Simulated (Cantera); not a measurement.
A perfectly stirred reactor is fed with C3H8 : H2 = 1 : 6.2 (molar parts), at 0.00170 bar; it is held at 1450 K, and followed from long to short residence time.

Cantera simulation using GRI-Mech 3.0 (53 species, 325 reactions); the numbers are that mechanism's predictions, not measurements. GRI-Mech 3.0 was tuned for natural gas; its chemistry of propane as a main component is partial and can be far from experiment. GRI-Mech 3.0 stops at C3 and has no aromatics, soot or wall deposition, so with more carbon than oxygen in the feed, carbon stays in small species such as C2H2 where larger ones or solid carbon would form. Radical loss at walls, strong at low pressure, is not modelled.

### Question
What does this change do: pressure from 0.00170 bar to 0.000630 bar?

### Answer
```
quantity                  before     after
----------------------  --------  --------
x(C3H8) at τ = 1.60 s   0.000368  0.000722
x(H2) at τ = 1.60 s        0.791     0.782
x(CH2) at τ = 1.60 s     7.06e-7   1.27e-6
x(C2H6) at τ = 1.60 s    6.21e-5   6.94e-5
x(C2H4) at τ = 1.60 s    0.00830    0.0138
x(C3H8) at τ = 28.0 ms    0.0127    0.0249
x(H2) at τ = 28.0 ms       0.767     0.772
x(CH2) at τ = 28.0 ms    2.94e-6   4.88e-6
x(C2H6) at τ = 28.0 ms  0.000485  0.000561
x(C2H4) at τ = 28.0 ms    0.0704    0.0751
```

### Question
What does this change do: temperature 1450 to 1473 K?

### Answer
```json
[
 {"quantity": "x(C3H8) at τ = 1.60 s", "before": "0.000368", "after": "0.000291"},
 {"quantity": "x(H2) at τ = 1.60 s", "before": "0.791", "after": "0.795"},
 {"quantity": "x(CH2) at τ = 1.60 s", "before": "7.06e-7", "after": "9.01e-7"},
 {"quantity": "x(C2H6) at τ = 1.60 s", "before": "6.21e-5", "after": "5.35e-5"},
 {"quantity": "x(C2H4) at τ = 1.60 s", "before": "0.00830", "after": "0.00656"},
 {"quantity": "x(C3H8) at τ = 28.0 ms", "before": "0.0127", "after": "0.0105"},
 {"quantity": "x(H2) at τ = 28.0 ms", "before": "0.767", "after": "0.766"},
 {"quantity": "x(CH2) at τ = 28.0 ms", "before": "2.94e-6", "after": "3.56e-6"},
 {"quantity": "x(C2H6) at τ = 28.0 ms", "before": "0.000485", "after": "0.000435"},
 {"quantity": "x(C2H4) at τ = 28.0 ms", "before": "0.0704", "after": "0.0654"}
]
```
